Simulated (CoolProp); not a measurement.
m-xylene at 587.63 K and 1.95 MPa is throttled through a valve to 0.856 MPa with no heat exchange. Each further row changes one setting.

Model: reference Helmholtz-energy equation of state, Zhou 2012, in CoolProp.

| case | temperature change (K) | final density (kg/m³) |
|---|---|---|
| as stated | -14.1 | ___ |
| outlet pressure 0.257 MPa | ___ | ___ |
| outlet pressure 1.11 MPa | -11.2 | ___ |

Problem. Some entries are withheld; supply them.

Solution. 
- as stated, final density (kg/m³): 21.7
- outlet pressure 0.257 MPa, temperature change (K): -20.4
- outlet pressure 0.257 MPa, final density (kg/m³): 6.00
- outlet pressure 1.11 MPa, final density (kg/m³): 29.3
